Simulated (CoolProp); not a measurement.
The fluid at 503.67 K and 1.92 MPa flows at 0.26 m/s in a round tube of 50 mm bore and 0.25 µm roughness, fully developed (64/Re and Nu = 3.66 if laminar; Colebrook and Gnielinski if turbulent). The same conditions are run with several fluids, on thermodynamics alone (safety and materials aside).

Values from CoolProp's reference Helmholtz-energy equation of state of each fluid (cyclopentane: Gedanitz 2015; ethanol: Schroeder 2014; sulfur hexafluoride: Guder 2009; carbon dioxide: Span 1996; n-pentane: Thol 2019).

### Question
Rank cyclopentane, ethanol, sulfur hexafluoride, carbon dioxide, n-pentane by Reynolds number, highest first.

### Answer
n-pentane (49500), cyclopentane (38300), sulfur hexafluoride (36400), ethanol (20400), carbon dioxide (10900)

```csv
fluid,Darcy friction factor,pressure drop (Pa/m),heat-transfer coefficient (W/(m² K)),mass flow (kg/h)
cyclopentane,0.0222,0.586,73.8,71.8
ethanol,0.0258,0.414,50.8,43.7
sulfur hexafluoride,0.0225,1.05,50.2,127
carbon dioxide,0.0302,0.417,22.0,37.6
n-pentane,0.0210,0.565,86.8,73.3
```

Transport values come from each fluid's own correlations; those of cyclopentane, n-pentane are estimates that may be off by 10 % or more.
